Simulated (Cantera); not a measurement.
A closed system holds: 1 mol Si, 0.044 mol O2, 11 mol N2, held at 75.0 Torr.

Cantera equilibrium calculation (NASA polynomials, part measured and part estimated; ideal gas, pure solids and liquids). Candidate condensed phases: Si, SiO2, Si2N2O, Si3N4; 16 gas species. N2 is the only nitrogen source here; it is nearly inert below about 1500 K, so the nitride shown seldom forms there in practice. Mutual solubility and eutectic melting of coexisting phases are not modelled. Equilibrium is a limit: real reactors are often held back by kinetics, nucleation or transport.

### Question
What share of the Si ends up in condensed phases as a function of T (K), at 1425, 1475, 1525, 1575, 1625, 1675, 1725, 1775, 1825, 1875, 1925?

### Answer
```tsv
T (K)	Si condensed (%)	as
1425	100.0	Si2N2O(s) + Si3N4(s)
1475	100.0	Si2N2O(s) + Si3N4(s)
1525	100.0	Si2N2O(s) + Si3N4(s)
1575	100.0	Si2N2O(s) + Si3N4(s)
1625	100.0	Si2N2O(s) + Si3N4(s)
1675	99.9	Si2N2O(s) + Si3N4(s)
1725	99.7	Si2N2O(s) + Si3N4(s)
1775	99.1	Si2N2O(s) + Si3N4(s)
1825	97.4	Si2N2O(s) + Si3N4(s)
1875	92.9	Si2N2O(s) + Si3N4(s)
1925	91.0	Si3N4(s)
```
